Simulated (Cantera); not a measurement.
Pyrogenic steam for wet oxidation

An isothermal, constant-pressure homogeneous reactor starts with 26.2 % H2, 36.9 % O2, 36.9 % N2, at 1050 K and 0.490 bar.

Cantera simulation using GRI-Mech 3.0 (53 species, 325 reactions); the numbers are that mechanism's predictions, not measurements. The temperature is held fixed by assumption; the heat of reaction is taken as removed at once.

```csv
t (s),x H2,x O2,x H2O2,x NO2,x O,x H,x NO
0.000600,0.0118,0.278,4.91e-5,5.83e-8,5.86e-5,2.22e-5,4.99e-7
0.00214,0.00873,0.277,0.000105,2.08e-7,1.09e-5,3.34e-6,3.51e-7
0.00763,0.00495,0.276,8.42e-5,2.71e-7,6.47e-6,1.45e-6,2.88e-7
0.0272,0.00142,0.274,1.85e-5,3.78e-7,1.80e-6,2.30e-7,1.82e-7
0.0971,0.000234,0.274,1.03e-6,4.76e-7,1.49e-7,1.26e-8,8.44e-8
0.346,3.63e-5,0.274,3.90e-8,5.04e-7,8.23e-9,6.12e-10,5.63e-8
1.24,3.13e-6,0.274,1.05e-9,4.46e-7,4.51e-10,2.81e-11,1.15e-7
4.41,4.55e-9,0.274,1.65e-10,1.35e-7,1.19e-10,<1e-12,4.26e-7
15.7,3.01e-10,0.274,5.60e-10,1.72e-8,4.92e-10,<1e-12,5.43e-7
56.1,3.00e-10,0.274,5.74e-10,1.67e-8,5.04e-10,<1e-12,5.44e-7
200,3.00e-10,0.274,5.73e-10,1.67e-8,5.03e-10,<1e-12,5.44e-7
```
x: mole fraction; the columns are a selection and need not sum to one.

Equilibrium at this temperature and pressure: H2 3.00e-10, O2 0.274, H2O2 5.72e-10, NO2 1.37e-6, O 5.03e-10, H <1e-12, NO 4.45e-5 (gas phase only).
